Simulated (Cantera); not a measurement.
Ignition delay

Mixture: 33.0 % CO, 14.8 % H2, 11.9 % O2, 38.3 % N2, 1.95 % CO2, equivalence ratio 2.0, at 9.38 atm, adiabatic and at constant pressure. Ignition delay is the time to a rise of 400 K.

Model: GRI-Mech 3.0 (53 species, 325 reactions), integrated in Cantera. The hydrogen kinetics of GRI-Mech 3.0 are dated; newer H2 mechanisms differ, most at raised pressure. Below about 950 K walls govern HO2 and H2O2 in real vessels.

```tsv
T0 (K)	delay (ms)
948	8.51
998	2.39
1048	0.724
1098	0.225
1148	0.0703
1198	0.0243
```

- apparent activation energy between 1098 and 1198 K: 240 kJ/mol
